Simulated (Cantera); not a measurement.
**Tantalum, niobium, vanadium and zirconium in process gases: V + NH3 + H2**

A closed system holds: 1 mol V, 0.13 mol NH3, a varied amount of H2, at 13300 Pa.

Equilibrium computed with Cantera from the NASA thermochemical tables; the gas is ideal and each condensed phase is pure. Candidate condensed phases: V, VN; 11 gas species. Mutual solubility and eutectic melting of coexisting phases are not modelled. VN: taken at fixed stoichiometry. Condensed phases not in the tables: V2N, N, O or C dissolved in the metal. Rates play no part.

Stable condensed phases:

```
T in K \ n(H2) in mol
          36  48  63  82 110 140 180 240 320
   2125    A   A   A   A   A   A   A   A   A
   2025    A   A   A   A   A   A   A   A   A
   1925    A   A   A   A   A   A   A   A   A
   1825    B   A   A   A   A   A   A   A   A
   1725    B   B   B   B   B   B   B   A   A
   1625    B   B   B   B   B   B   B   B   B
   1525    B   B   B   B   B   B   B   B   B
   1425    B   B   B   B   B   B   B   B   B
   1325    B   B   B   B   B   B   B   B   B
   1225    B   B   B   B   B   B   B   B   B
   1125    B   B   B   B   B   B   B   B   B
   1025    B   B   B   B   B   B   B   B   B
    925    B   B   B   B   B   B   B   B   B
```

A: V; B: V + VN.
